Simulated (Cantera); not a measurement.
Feed: 1 mol HMDSO, 1.3 mol NO, at 1752 °C and 1.00 bar.

Method: chemical equilibrium by Gibbs-energy minimisation in Cantera with the NASA 1993 tables (ideal gas, pure condensed phases). Candidate condensed phases: C, C₆H₆, C₇H₈, C₈H₁₈, H₂O, Si, SiC, SiO₂, Si₂N₂O, Si₃N₄; 151 gas species. The feed counts by its element totals alone. Kinetics and transport are ignored.

Base state: H₂ 0.749, CO 0.190, N₂ 0.0527, HCN 0.00323, SiO 0.00188, H 0.00167, C₂H₂ (acetylene) 0.000678, CH₄ 0.000223 (mole fractions); condensed: C(graphite) + SiC(s).

What changes in the equilibrium state with this change: HMDSO replaced by SiH₄?


```tsv
species	before	after
H₂	0.749	0.698
N₂	0.0527	0.184
SiO	0.00188	0.115
CO	0.190	0
HCN	0.00323	0
C₂H₂ (acetylene)	0.000678	0
CH₄	0.000223	0
HNC	0.000192	0
C(graphite), mol	1.69	0
SiC(s), mol	1.98	0
SiO₂(l), mol	0	0.422
Si₂N₂O(s), mol	0	0.124
```
Mutual solubility and eutectic melting of coexisting phases are not modelled. The tables hold silica as quartz up to 1696 K and as liquid above; real silica turns to tridymite and cristobalite and melts near 1996 K.

What changes in the equilibrium state with this change: temperature from 1752 °C to 1700 °C?


| species | before | after |
|---|---|---|
| H₂ | 0.749 | 0.750 |
| CO | 0.190 | 0.191 |
| N₂ | 0.0527 | 0.0530 |
| HCN | 0.00323 | 0.00264 |
| H | 0.00167 | 0.00117 |
| SiO | 0.00188 | 0.00167 |
| C₂H₂ (acetylene) | 0.000678 | 0.000480 |
| HNC | 0.000192 | 0.000143 |
| H₂O | 1.52e-5 | 1.87e-5 |
| C(graphite), mol | 1.69 | 1.69 |
| SiC(s), mol | 1.98 | 1.98 |
